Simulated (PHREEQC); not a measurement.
A solution holds 0.018 mol FeCl3, 0.093 mol Na2SeO4 and 0.0088 mol NaH2PO4 per kg of water, at 85 °C. Closed to the air; pH follows from the charge balance.

Model: ion-association model, wateq4f.dat, run in PHREEQC.

This is a speciation only: nothing precipitates in the calculation.

### Question
Order these P species by the share of P that they hold, largest first: H3PO4, H2PO4-, FeH2PO4+2.

### Answer
FeH2PO4+2 (91 %), H2PO4- (7.3 %), H3PO4 (2.1 %)

### Question
Order these Fe species by the share of Fe that they hold, largest first: Fe(OH)2+, FeCl+2, FeH2PO4+2, Fe2(OH)2+4, FeOH+2.

### Answer
FeH2PO4+2 (44 %), FeOH+2 (28 %), Fe2(OH)2+4 (12 %), Fe(OH)2+ (11 %), FeCl+2 (2.0 %)

The pH is 2.77 and the ionic strength 0.337 mol/kgw. Saturation is exceeded, for instance for Strengite, Hematite (slow to form); the values hold only as long as no solid forms. H3PO4, which wateq4f.dat lacks, is added to it with the constant of phreeqc.dat. Constants without temperature data keep their 25 °C values here.
